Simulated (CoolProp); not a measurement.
Model: reference Helmholtz-energy equation of state, Lemmon 2016, in CoolProp.

**Question.** Give the vapour pressure (kPa), vapour Z, liquid conductivity (mW/(m K)) of saturated R227EA at -78.25, -50.15, -45.45 °C.

**Answer.** 
```csv
T (°C),p (kPa),vapour Z,liquid conductivity (mW/(m K))
-78.25,2.40,0.997,84.3
-50.15,17.9,0.986,78.4
-45.45,23.7,0.982,77.3
```

Thermal conductivity comes from a separate model (Huber 2003), an estimate that may be off by 10 % or more.
